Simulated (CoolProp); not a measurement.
Vapour-liquid equilibrium of acetone (1) + p-xylene (2) at 0.825 MPa; x and y are mole fractions of (1).

Values from CoolProp's multi-fluid Helmholtz-energy mixture model, Lemmon 2006 and Zhou 2012; pair parameters Bell 2016.

Task: Give the bubble temperature and the first vapour's composition at x = 0.15, 0.35, 0.65. Is there an azeotrope?

Result: x = 0.15: 474.0 K, y = 0.506; x = 0.35: 446.3 K, y = 0.756; x = 0.65: 424.4 K, y = 0.902. No azeotrope shows between x = 0.05 and 0.95.

Pair parameters are fitted to limited data, so mixtures are less certain than the pure fluids.
